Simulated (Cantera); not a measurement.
**Si₂H₆ + O₂ + H₂ + H₂O (silicon oxide and oxynitride deposition)**

Input: 1 mol Si₂H₆, 2.9 mol O₂, 3.8 mol H₂, 0.39 mol H₂O, equilibrated at 1330 Pa.

These are equilibrium values from Cantera (NASA tables, ideal gas, pure condensed phases), not measurements of a reactor. Candidate condensed phases: H₂O, Si, SiO₂; 18 gas species. The feed counts by its element totals alone. The tables hold silica as quartz up to 1696 K and as liquid above; real silica turns to tridymite and cristobalite and melts near 1996 K. Rates play no part.

| T (K) | x H₂ | x H₂O | x H | x SiO | x OH | n SiO₂(α-quartz) | n SiO₂(β-quartz) | n SiO₂(condensed) |
|---|---|---|---|---|---|---|---|---|
| 575 | 0.695 | 0.305 | <1e-12 | <1e-12 | <1e-12 | 2.00 | 0 | 0 |
| 725 | 0.695 | 0.305 | <1e-12 | <1e-12 | <1e-12 | 2.00 | 0 | 0 |
| 875 | 0.695 | 0.305 | 3.62e-10 | <1e-12 | <1e-12 | 0 | 2.00 | 0 |
| 1025 | 0.695 | 0.305 | 3.15e-8 | <1e-12 | 3.68e-11 | 0 | 2.00 | 0 |
| 1175 | 0.695 | 0.305 | 8.85e-7 | 1.66e-12 | 2.70e-9 | 0 | 2.00 | 0 |
| 1325 | 0.695 | 0.305 | 1.18e-5 | 9.33e-10 | 7.55e-8 | 0 | 2.00 | 0 |
| 1475 | 0.695 | 0.305 | 9.37e-5 | 1.41e-7 | 1.08e-6 | 0 | 2.00 | 0 |
| 1625 | 0.695 | 0.305 | 0.000509 | 8.19e-6 | 9.40e-6 | 0 | 2.00 | 0 |
| 1775 | 0.693 | 0.304 | 0.00209 | 0.000228 | 5.71e-5 | 0 | 0 | 2.00 |
| 1925 | 0.684 | 0.306 | 0.00685 | 0.00357 | 0.000265 | 0 | 0 | 1.97 |
x: gas mole fraction; n: condensed amount in mol.

From 575 K to 725 K the condensed part is SiO₂(α-quartz). From 875 K to 1625 K the condensed part is SiO₂(β-quartz). From 1775 K to 1925 K the condensed part is SiO₂(condensed).
